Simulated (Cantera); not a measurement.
Charge: 1 mol B₂O₃, 2.6 mol NH₃, 170 mol N₂, equilibrated at 0.0280 bar.

Points: T (K) = 873, 923, 973, 1023, 1073, 1123, 1173, 1223, 1273, 1323, 1373, 1423, 1473, 1523.

Cantera's Mixture.equilibrate('TP', solver="vcs", rtol=1e-11, max_steps=5000) on the NASA tables stopped like this:

```
ERROR: FAILURE its = 5001!

*******************************************************************************
CanteraError thrown by MultiPhase::equilibrate:
VCS solver failed. Return code: -1
*******************************************************************************
```

Question: What got this run through?

Answer: This is not unique; one that fits is The failure is numerical, not chemical. The same input converged with solver="gibbs", rtol=1e-10, max_steps=50000, and the result passed a check of the equilibrium conditions:
```
log10 of partial pressures in bar; condensed amounts in mol
       T/K        N2        H2      HBO2      B2O3       HBO       H2O      B2O2         H     BN(s)   B2O3(L)
       873    -1.563    -3.207    -8.777   -14.517   -12.451    -5.725   -19.525   -11.933  0.007862    0.9961
       923    -1.563    -3.207    -8.209   -13.215   -11.495    -5.730   -17.785   -11.215   0.00778    0.9961
       973    -1.563    -3.207    -7.703   -12.053   -10.640    -5.737   -16.228   -10.569   0.00769    0.9961
      1023    -1.563    -3.207    -7.249   -11.008    -9.870    -5.745   -14.826    -9.986  0.007629     0.996
      1073    -1.563    -3.207    -6.841   -10.064    -9.174    -5.753   -13.559    -9.457  0.007662    0.9957
      1123    -1.563    -3.207    -6.472    -9.209    -8.542    -5.763   -12.407    -8.974  0.007904     0.995
      1173    -1.563    -3.207    -6.137    -8.429    -7.966    -5.772   -11.356    -8.532  0.008545    0.9934
      1223    -1.563    -3.207    -5.832    -7.716    -7.438    -5.782   -10.393    -8.125  0.009882    0.9902
      1273    -1.563    -3.207    -5.552    -7.062    -6.952    -5.793    -9.509    -7.751   0.01234    0.9842
      1323    -1.563    -3.208    -5.296    -6.459    -6.505    -5.804    -8.693    -7.404   0.01646    0.9728
      1373    -1.563    -3.210    -5.060    -5.902    -6.092    -5.815    -7.938    -7.082   0.02283    0.9509
      1423    -1.563    -3.212    -4.842    -5.387    -5.709    -5.827    -7.238    -6.784   0.03187    0.9069
      1473    -1.563    -3.216    -4.642    -4.908    -5.354    -5.841    -6.587    -6.506   0.04321    0.8139
      1523    -1.564    -3.223    -4.457    -4.463    -5.025    -5.857    -5.980    -6.248   0.05419    0.6105
```

The gas is ideal and each condensed phase is pure. Mutual solubility and eutectic melting of coexisting phases are not modelled.
